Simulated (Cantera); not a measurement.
## B2O3 + H2O + H2 (boron, boron nitride and boron oxide)

Feed: 1 mol B2O3, 0.4 mol H2O, 6.6 mol H2, held at 925 K and 0.900 Torr.

Method: chemical equilibrium by Gibbs-energy minimisation in Cantera with the NASA 1993 tables (ideal gas, pure condensed phases). Candidate condensed phases: B, B2O3, B3O3H3, H2O; 23 gas species. Kinetics and transport are ignored.

| Item | Value |
|---|---|
| x(H2) | 0.943 |
| x(H2O) | 0.0571 |
| x(HBO2) | 3.28e-5 |
| x((HBO2)3) | 1.97e-5 |
| n(B2O3(l)) | 1.000 mol |
| gas amount | 7.000 mol |
| log10 activity of B(s) (absent) | -10.74 |
| log10 activity of B3O3H3(s) (absent) | -20.98 |
